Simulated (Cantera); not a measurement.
Charge: 1 mol Si₃N₄, 0.045 mol O₂, 4.3 mol N₂, held at 1575 K.

Method: chemical equilibrium by Gibbs-energy minimisation in Cantera with the NASA 1993 tables (ideal gas, pure condensed phases). Candidate condensed phases: Si, SiO₂, Si₂N₂O, Si₃N₄; 16 gas species. The tables' values for SiN are old estimates; treat these amounts as uncertain. The numbers say what is thermodynamically allowed, not how fast it happens.

**Question.** At 1.00e-6 bar, list the 4 most abundant gas species with their mole fractions, and the condensed phases.

**Answer.** N₂ 0.929, Si 0.0574, SiO 0.0133, Si₂ 0.000122. Condensed: Si(s).
